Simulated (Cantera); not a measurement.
A perfectly stirred reactor is fed with H₂ : O₂ = 0.022 : 1 (molar parts), at 1400 Pa; it is held at 1175 K, and followed from long to short residence time.

Model: the H2/O2 subset of GRI-Mech 3.0, which has no nitrogen chemistry, integrated in Cantera. Radical loss at walls, strong at low pressure, is not modelled.

**Question.** Predict: x(H₂) at τ = 26.0 s; x(O₂) at τ = 26.0 s; x(O) at τ = 26.0 s; x(OH) at τ = 26.0 s; x(H) at τ = 26.0 s; x(H₂) at τ = 0.500 s; x(O₂) at τ = 0.500 s; x(O) at τ = 0.500 s; x(OH) at τ = 0.500 s; x(H) at τ = 0.500 s.

**Answer.** 
```
Item                     Value
--------------------  --------
x(H₂) at τ = 26.0 s    1.32e-5
x(O₂) at τ = 26.0 s      0.978
x(O) at τ = 26.0 s    0.000298
x(OH) at τ = 26.0 s   0.000208
x(H) at τ = 26.0 s     4.67e-6
x(H₂) at τ = 0.500 s  0.000132
x(O₂) at τ = 0.500 s     0.974
x(O) at τ = 0.500 s    0.00353
x(OH) at τ = 0.500 s  0.000748
x(H) at τ = 0.500 s   0.000200
```
